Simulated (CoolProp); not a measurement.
Model: reference Helmholtz-energy equation of state, Jacobsen 1992, in CoolProp.

Problem. For R11, give the phase and the speed of sound (m/s) at 426.4 K and 0.101 MPa; 477.2 K and 0.101 MPa.

Solution. 
- 426.4 K and 0.101 MPa: gas; speed of sound 167
- 477.2 K and 0.101 MPa: gas; speed of sound 177
